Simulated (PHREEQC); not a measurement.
A made-up water analysis in mg/kgw, 65 °C, pH 6.76: Na 2690; K 181; Ca 61.1; Mg 161; Cl 4240; S(6) as SO4 671; Alkalinity as HCO3 34.8; Si as SiO2 16.4.

Valence states are taken as typed.

The numbers come from PHREEQC with the Pitzer model, pitzer.dat.

No solid was allowed to form.

Question: Order these C species by the share of C that they hold, largest first: HCO3-, CO2, CO3-2.

Answer: HCO3- (80 %), CO2 (20 %), CO3-2 (0.11 %)

The pH is 6.76 and the ionic strength 0.151 mol/kgw. At this temperature some constants are extrapolated from 25 °C, and those without enthalpy data are left unchanged.
